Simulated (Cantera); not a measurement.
Input: 1 mol Si, 3.9 mol HCl, 0.84 mol H2, held at 600 K and 750 Torr.

Equilibrium computed with Cantera from the NASA thermochemical tables; the gas is ideal and each condensed phase is pure. Candidate condensed phases: Si; 19 gas species. Kinetics and transport are ignored.

Base state: H2 0.732, SiCl4 0.241, SiHCl3 0.0266, HCl 0.000182, SiH2Cl2 0.000148 (mole fractions); condensed: gas only.

Question: What changes in the equilibrium state with this change: temperature from 600 K to 1073 K?

Answer: 
```json
[
 {"species": "H2", "before": "0.732", "after": "0.700"},
 {"species": "SiCl4", "before": "0.241", "after": "0.209"},
 {"species": "SiHCl3", "before": "0.0266", "after": "0.0533"},
 {"species": "HCl", "before": "0.000182", "after": "0.0336"},
 {"species": "SiCl2", "before": "<1e-9", "after": "0.000541"},
 {"species": "SiCl3", "before": "9.88e-8", "after": "0.00266"},
 {"species": "SiH3Cl", "before": "1.60e-7", "after": "1.24e-5"}
]
```
The tables' values for SiCl3 are old estimates; treat these amounts as uncertain.
